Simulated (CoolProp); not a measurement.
Properties of carbon dioxide along the isotherm 310.6 K.

Computed with CoolProp (reference Helmholtz-energy equation of state, Span 1996).

```
p (kPa)  phase       Z  cv (kJ/(kg K))  Joule-Thomson coefficient (K/MPa)  isothermal compressibility (1/MPa)  expansivity (1/kK)
-------  -----  ------  --------------  ---------------------------------  ----------------------------------  ------------------
231        gas  0.9899          0.6726                              9.858                               4.373               3.329
461        gas  0.9798          0.6775                              9.865                               2.215               3.445
692        gas  0.9694          0.6825                              9.872                               1.492               3.568
922        gas  0.9590          0.6876                              9.878                               1.132               3.697
1150       gas  0.9484          0.6927                              9.884                              0.9185               3.833
1380       gas  0.9377          0.6981                              9.889                              0.7749               3.979
1610       gas  0.9267          0.7036                              9.893                              0.6728               4.134
1840       gas  0.9156          0.7093                              9.896                              0.5967               4.300
2070       gas  0.9043          0.7151                              9.898                              0.5379               4.477
2310       gas  0.8923          0.7214                              9.899                              0.4895               4.676
2540       gas  0.8806          0.7277                              9.898                              0.4521               4.881
2770       gas  0.8687          0.7341                              9.896                              0.4213               5.102
3000       gas  0.8565          0.7408                              9.893                              0.3958               5.341
3230       gas  0.8441          0.7478                              9.887                              0.3743               5.600
3460       gas  0.8314          0.7550                              9.879                              0.3562               5.883
3690       gas  0.8184          0.7626                              9.869                              0.3408               6.191
```
